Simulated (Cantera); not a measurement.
A closed system holds: 1 mol SiH4, 4.3 mol CO2, 6.9 mol N2, equilibrated at 100000 Pa.

Cantera equilibrium calculation (NASA polynomials, part measured and part estimated; ideal gas, pure solids and liquids). Candidate condensed phases: C, C6H6, C7H8, C8H18, H2O, Si, SiC, SiO2, Si2N2O, Si3N4; 151 gas species. The tables hold silica as quartz up to 1696 K and as liquid above; real silica turns to tridymite and cristobalite and melts near 1996 K. Gases not in the tables: Si(OH)4. The numbers say what is thermodynamically allowed, not how fast it happens.

x: gas mole fraction; n: condensed amount in mol.

| T (°C) | x N2 | x CO | x CO2 | x H2O | x H2 | x CH4 | x NH3 | n C(graphite) | n SiO2(α-quartz) | n SiO2(β-quartz) |
|---|---|---|---|---|---|---|---|---|---|---|
| 350 | 0.611 | 0.00118 | 0.223 | 0.137 | 0.0154 | 0.0121 | 4.26e-5 | 1.63 | 1.00 | 0 |
| 425 | 0.603 | … | 0.226 | … | … | … | 5.00e-5 | … | 1.00 | 0 |
| 500 | 0.587 | … | 0.221 | … | … | … | 4.80e-5 | … | 1.00 | 0 |
| 575 | 0.560 | 0.0916 | 0.191 | 0.0612 | 0.0905 | 0.00525 | 3.85e-5 | 0.748 | 0 | 1.00 |
| 650 | 0.525 | 0.187 | 0.138 | 0.0392 | 0.109 | 0.00219 | 2.62e-5 | 0 | 0 | 1.00 |
| 725 | 0.523 | 0.198 | 0.128 | 0.0467 | 0.105 | 0.000193 | 1.44e-5 | 0 | 0 | 1.00 |
| 800 | 0.523 | 0.205 | 0.121 | 0.0534 | 0.0981 | 2.16e-5 | 8.22e-6 | 0 | 0 | 1.00 |
| 875 | 0.523 | 0.211 | 0.115 | 0.0593 | 0.0922 | 3.18e-6 | 4.98e-6 | 0 | 0 | 1.00 |
| 950 | 0.523 | 0.216 | 0.110 | 0.0645 | 0.0870 | 5.90e-7 | 3.19e-6 | 0 | 0 | 1.00 |
| 1025 | 0.523 | 0.221 | 0.105 | 0.0690 | 0.0825 | 1.33e-7 | 2.14e-6 | 0 | 0 | 1.00 |
| 1100 | 0.523 | 0.224 | 0.101 | 0.0730 | 0.0785 | 3.51e-8 | 1.50e-6 | 0 | 0 | 1.00 |
| 1175 | 0.523 | 0.228 | 0.0978 | 0.0764 | 0.0751 | 1.07e-8 | 1.08e-6 | 0 | 0 | 1.00 |
| 1250 | 0.523 | 0.231 | 0.0948 | 0.0794 | 0.0721 | 3.66e-9 | 8.09e-7 | 0 | 0 | 1.00 |
| 1325 | 0.523 | 0.234 | 0.0922 | 0.0821 | 0.0694 | 1.39e-9 | 6.21e-7 | 0 | 0 | 1.00 |

Q: Complete the blanks.

A: 
- 425, x CO: 0.00718
- 425, x H2O: 0.117
- 425, x H2: 0.0355
- 425, x CH4: 0.0112
- 425, n C(graphite): 1.50
- 500, x CO: 0.0301
- 500, x H2O: 0.0903
- 500, x H2: 0.0630
- 500, x CH4: 0.00841
- 500, n C(graphite): 1.26
